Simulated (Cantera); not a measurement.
Source: NASA polynomial tables (part measured, part estimated), evaluated in Cantera. Values are per mole of reaction as written; species without (g) are pure solids or liquids, kept so even where they would boil at 1 bar.

Task: Between 300 and 1775 K, where is each reaction favourable under standard conditions?
- 2 Cr + O₃(g) → Cr₂O₃

Result: 
- 2 Cr + O₃(g) → Cr₂O₃: ΔG° is -1215 kJ at 300 K and -936 kJ at 1775 K; it stays negative (K > 1). ΔH° is -1270 kJ and ΔS° -188 J/K at 1775 K.
